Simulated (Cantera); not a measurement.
A freely propagating, adiabatic, planar premixed flame of C3H8 : O2 : N2 : H2O = 1 : 6.67 : 25.1 : 4.9 (molar parts), unburnt at 423 K and 1.00 bar; mixture-averaged transport, grid criteria slope 0.08 and curve 0.16, no radiation.

Computed with Cantera and GRI-Mech 3.0 (53 species, 325 reactions). GRI-Mech 3.0 was tuned for natural gas; its chemistry of propane as a main component is partial and can be far from experiment. Burning velocities carry a grid error of a few per cent, more on coarse grids.

### Question
Predict: laminar burning velocity; thermal thickness; peak x(OH).

### Answer
laminar burning velocity: 36.2 cm/s
thermal thickness: 0.558 mm
peak x(OH): 0.00469
